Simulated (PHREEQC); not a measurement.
## Spent oxide etchant: speciation

Solution (25 °C): 0.013 mol NH4HF2, 0.018 mol (NH4)2SiF6, 0.011 mol H3PO4 and 6.2e-05 mol HCl per kg of water. Closed to the air; pH follows from the charge balance.

Model: ion-association model, phreeqc.dat, run in PHREEQC.

The pH comes out as 2.63 and the ionic strength is 0.0698 mol/kgw. The density is 1.000 g/cm³ and the total alkalinity is -96.1 meq/kg.

```json
[
 {"species": "NH4+", "molality": "0.0490", "activity": "0.0380", "log γ": "-0.111"},
 {"species": "HF", "molality": "0.0184", "activity": "0.0187", "log γ": "0.007"},
 {"species": "SiF6-2", "molality": "0.0180", "activity": "0.00758", "log γ": "-0.376"},
 {"species": "H2PO4-", "molality": "0.00861", "activity": "0.00697", "log γ": "-0.092"},
 {"species": "F-", "molality": "0.00668", "activity": "0.00526", "log γ": "-0.103"},
 {"species": "H+", "molality": "0.00282", "activity": "0.00237", "log γ": "-0.076"},
 {"species": "H3PO4", "molality": "0.00239", "activity": "0.00243", "log γ": "0.007"}
]
```

Precipitation was switched off in this run. Complexes and solids missing from the database can't appear. SiF6-2 is the database's only silicon fluoride.
